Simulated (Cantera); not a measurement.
A closed system holds: 1 mol Mg(OH)₂, a varied amount of C, 0.11 mol H₂O, held at 41.0 Pa.

Method: chemical equilibrium by Gibbs-energy minimisation in Cantera with the NASA 1993 tables (ideal gas, pure condensed phases). Candidate condensed phases: C, C₆H₆, C₇H₈, C₈H₁₈, H₂O, Mg, MgCO₃, MgO, Mg(OH)₂; 116 gas species. The numbers say what is thermodynamically allowed, not how fast it happens.

Question: What condenses at these points (T in °C, n(C) in mol): (1775, 0.37); (975, 0.12); (1075, 1.7); (1475, 0.18); (1875, 1.7); (875, 0.54)?

Answer: 
```tsv
T (°C)	n(C) in mol	condensed phases	Mg condensed (%)
1775	0.37	MgO	93.4
975	0.12	MgO	100.0
1075	1.7	C + MgO	94.1
1475	0.18	MgO	100.0
1875	1.7	gas only	0.0
875	0.54	MgO	100.0
```
